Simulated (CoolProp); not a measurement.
Vapour-liquid equilibrium of propane (1) + R236EA (2) at 62.35 °C; x and y are mole fractions of (1).

Values from CoolProp's multi-fluid Helmholtz-energy mixture model, Lemmon 2009 and Rui 2013; pair parameters Bell 2016.

Task: Give the bubble pressure and the first vapour's composition at x = 0.425, 0.575, 0.65. Is there an azeotrope?

Result: x = 0.425: 1776 kPa, y = 0.680; x = 0.575: 1959 kPa, y = 0.741; x = 0.65: 2035 kPa, y = 0.771. No azeotrope shows between x = 0.05 and 0.95.

The pair parameters rest on a limited set of measurements; away from them the model extrapolates.
